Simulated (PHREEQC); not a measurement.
PHREEQC input (ion-association model, wateq4f.dat):

```
SOLUTION_SPECIES
  SO4-2 + 10H+ + 8e- = H2S + 4H2O  # shut off: sulfate is not reduced
    -log_k -100
    -delta_h 0
    -analytic -100
SOLUTION 1
  temp 20
  units mol/kgw
  pH 7 charge
  Cl 0.028
  Zn 0.014
  S(6) 0.00036
  Mn(2) 0.00036
SOLUTION 2
  temp 20
  units mol/kgw
  pH 7 charge
  S(6) 0.034
  Mn(2) 0.034
  Cl 0.14126
  Ca 0.00063
END
SELECTED_OUTPUT 1
  -reset false
  -pH true
  -pe true
  -ionic_strength true
  -water true
  -totals Ca Cl Mn S Zn Mn(2) Mn(3) Mn(6) Mn(7) S(-2)
    S(6)
  -molalities H+ Ca+2 Cl- Mn+2 SO4-2 Zn+2 CaSO4 CaOH+ HSO4- H2S
    HS- S-2 O2 OH- CaHSO4+ Mn+3 MnCl+ MnCl2 MnCl3- MnOH+
    Mn(OH)3- MnSO4 MnO4- MnO4-2 ZnCl+ ZnCl2 ZnCl3- ZnCl4-2 ZnOH+ Zn(OH)2
    Zn(OH)3- Zn(OH)4-2 ZnOHCl Zn(HS)2 Zn(HS)3- ZnSO4 Zn(SO4)2-2
  -equilibrium_phases Gypsum Portlandite Pyrochroite Zn(OH)2-a Zn4(OH)6SO4 Zn5(OH)8Cl2 Goslarite
PRINT
  -reset false
MIX 1
  1 1
  2 0
EQUILIBRIUM_PHASES 1
  Gypsum 0 0
  Portlandite 0 0
  Pyrochroite 0 0
  Zn(OH)2-a 0 0
  Zn4(OH)6SO4 0 0
  Zn5(OH)8Cl2 0 0
  Goslarite 0 0
END
# ... the last block is repeated for the other 10 points of share of solution B
```

Selected output (columns that matter, 11 of 11 rows; share of solution B added in front):

```
share of solution B	pH	mu	Ca	Cl	Mn	S	Zn	m_H+	m_Ca+2	m_Cl-	m_Mn+2	m_SO4-2	m_Zn+2	m_CaSO4
0	5.509	0.041949	0	0.028	0.00036	0.00036	0.014	3.5936e-06	0	0.027561	0.00033813	0.0002049	0.013434	0
0.1	1.9547	0.059349	6.3e-05	0.039326	0.003724	0.003724	0.0126	0.013092	5.8893e-05	0.038628	0.0032992	0.0017182	0.01126	3.8152e-06
0.2	1.6735	0.076656	0.000126	0.050652	0.007088	0.007088	0.0112	0.025325	0.00011407	0.049641	0.0060785	0.0028067	0.0096507	1.0376e-05
0.3	1.5114	0.093753	0.000189	0.061978	0.010452	0.010452	0.0098	0.037154	0.00016752	0.060607	0.0087695	0.0036692	0.0082579	1.7594e-05
0.4	1.3969	0.11065	0.000252	0.073304	0.013816	0.013816	0.0084	0.04875	0.00021986	0.071532	0.011403	0.004391	0.0069705	2.4874e-05
0.5	1.3084	0.12738	0.000315	0.08463	0.01718	0.01718	0.007	0.060195	0.00027136	0.082418	0.013992	0.0050163	0.005743	3.2011e-05
0.6	1.2361	0.14395	0.000378	0.095956	0.020544	0.020544	0.0056	0.071532	0.00032216	0.09327	0.016543	0.005571	0.0045532	3.8936e-05
0.7	1.1749	0.16039	0.000441	0.10728	0.023908	0.023908	0.0042	0.082789	0.00037233	0.10409	0.01906	0.0060715	0.0033896	4.5626e-05
0.8	1.1219	0.17672	0.000504	0.11861	0.027272	0.027272	0.0028	0.093983	0.0004219	0.11488	0.021545	0.006529	0.0022453	5.2082e-05
0.9	1.0751	0.19295	0.000567	0.12993	0.030636	0.030636	0.0014	0.10513	0.00047092	0.12563	0.024001	0.0069515	0.0011164	5.8313e-05
1	1.0331	0.20907	0.00063	0.14126	0.034	0.034	0	0.11623	0.00051941	0.13636	0.026429	0.0073447	0	6.4333e-05
```

Species that the database lacks are ignored.
